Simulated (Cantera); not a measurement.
## B2H6 + O2 + H2 (boron, boron nitride and boron oxide)

Input: 1 mol B2H6, 0.14 mol O2, 4.3 mol H2, equilibrated at 0.0220 bar.

Method: chemical equilibrium by Gibbs-energy minimisation in Cantera with the NASA 1993 tables (ideal gas, pure condensed phases). Candidate condensed phases: B, B2O3, B3O3H3, H2O; 23 gas species. The feed counts by its element totals alone. Mutual solubility and eutectic melting of coexisting phases are not modelled. The numbers say what is thermodynamically allowed, not how fast it happens.

From 775 K to 1450 K the condensed part is B(s) + B2O3(l). The main B-bearing gas is B3O3H3 at 775 K and HBO at 1450 K. The share of B in condensed phases is highest at 775 K (99.4 %) and lowest at 1450 K (92.3 %).

```json
[
 {"T (K)": "775", "x H2": "0.999", "x HBO": "3.83e-9", "x B2O2": "<1e-12", "x B3O3H3": "0.000577", "n B(s)": "1.81", "n B2O3(l)": "0.0891"},
 {"T (K)": "850", "x H2": "0.999", "x HBO": "7.03e-8", "x B2O2": "<1e-12", "x B3O3H3": "0.000710", "n B(s)": "1.81", "n B2O3(l)": "0.0881"},
 {"T (K)": "925", "x H2": "0.999", "x HBO": "7.93e-7", "x B2O2": "6.18e-11", "x B3O3H3": "0.000817", "n B(s)": "1.81", "n B2O3(l)": "0.0874"},
 {"T (K)": "1000", "x H2": "0.999", "x HBO": "6.15e-6", "x B2O2": "2.23e-9", "x B3O3H3": "0.000899", "n B(s)": "1.81", "n B2O3(l)": "0.0868"},
 {"T (K)": "1075", "x H2": "0.999", "x HBO": "3.55e-5", "x B2O2": "4.78e-8", "x B3O3H3": "0.000959", "n B(s)": "1.81", "n B2O3(l)": "0.0863"},
 {"T (K)": "1150", "x H2": "0.999", "x HBO": "0.000162", "x B2O2": "6.79e-7", "x B3O3H3": "0.000998", "n B(s)": "1.81", "n B2O3(l)": "0.0856"},
 {"T (K)": "1225", "x H2": "0.998", "x HBO": "0.000607", "x B2O2": "6.89e-6", "x B3O3H3": "0.00102", "n B(s)": "1.80", "n B2O3(l)": "0.0843"},
 {"T (K)": "1300", "x H2": "0.997", "x HBO": "0.00195", "x B2O2": "5.30e-5", "x B3O3H3": "0.00103", "n B(s)": "1.80", "n B2O3(l)": "0.0806"},
 {"T (K)": "1375", "x H2": "0.993", "x HBO": "0.00545", "x B2O2": "0.000323", "x B3O3H3": "0.00102", "n B(s)": "1.79", "n B2O3(l)": "0.0700"},
 {"T (K)": "1450", "x H2": "0.983", "x HBO": "0.0136", "x B2O2": "0.00162", "x B3O3H3": "0.00100", "n B(s)": "1.77", "n B2O3(l)": "0.0404"}
]
```
x: gas mole fraction; n: condensed amount in mol.
